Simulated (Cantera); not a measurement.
# C6H6 + O2 (carbon deposition, reforming and gasification)

Feed: 1 mol C6H6, a varied amount of O2, held at 1600 K and 30.0 bar.

These are equilibrium values from Cantera (NASA tables, ideal gas, pure condensed phases), not measurements of a reactor. Candidate condensed phases: C, C6H6, C7H8, C8H18, H2O; 110 gas species. Equilibrium is a limit: real reactors are often held back by kinetics, nucleation or transport.

| n(O2) (mol) | x H2 | x CO | x CH4 | x H2O | x C2H4 | x CO2 | x C2H2 (acetylene) | x C2H6 | n C(graphite) |
|---|---|---|---|---|---|---|---|---|---|
| 0.017 | 0.944 | 0.0114 | 0.0437 | 0.000283 | 8.20e-5 | 1.14e-6 | 2.60e-5 | 9.93e-6 | 5.84 |
| 0.028 | 0.938 | 0.0187 | 0.0431 | 0.000459 | 8.09e-5 | 3.04e-6 | 2.58e-5 | 9.72e-6 | 5.82 |
| 0.04 | 0.930 | 0.0264 | 0.0424 | 0.000645 | 7.96e-5 | 6.10e-6 | 2.56e-5 | 9.49e-6 | 5.80 |
| 0.051 | 0.924 | 0.0335 | 0.0418 | 0.000810 | 7.85e-5 | 9.77e-6 | 2.54e-5 | 9.29e-6 | 5.78 |
| 0.063 | 0.917 | 0.0410 | 0.0412 | 0.000985 | 7.73e-5 | 1.47e-5 | 2.52e-5 | 9.08e-6 | 5.75 |
| 0.074 | 0.910 | 0.0478 | 0.0406 | 0.00114 | 7.62e-5 | 1.99e-5 | 2.50e-5 | 8.89e-6 | 5.73 |
| 0.085 | 0.904 | 0.0545 | 0.0400 | 0.00129 | 7.52e-5 | 2.59e-5 | 2.49e-5 | 8.71e-6 | 5.71 |
| 0.097 | 0.897 | 0.0617 | 0.0394 | 0.00145 | 7.40e-5 | 3.32e-5 | 2.47e-5 | 8.51e-6 | 5.69 |
| 0.11 | 0.890 | 0.0694 | 0.0388 | 0.00162 | 7.29e-5 | 4.20e-5 | 2.45e-5 | 8.31e-6 | 5.66 |
| 0.12 | 0.885 | 0.0752 | 0.0383 | 0.00174 | 7.20e-5 | 4.94e-5 | 2.43e-5 | 8.16e-6 | 5.65 |
x: gas mole fraction; n: condensed amount in mol.

From 0.017 mol O2 to 0.12 mol O2 the condensed part is C(graphite). The main C-bearing gas is CH4 at 0.017 mol O2 and CO at 0.12 mol O2. The share of C in condensed phases is highest at 0.017 mol O2 (97.3 %) and lowest at 0.12 mol O2 (94.1 %).
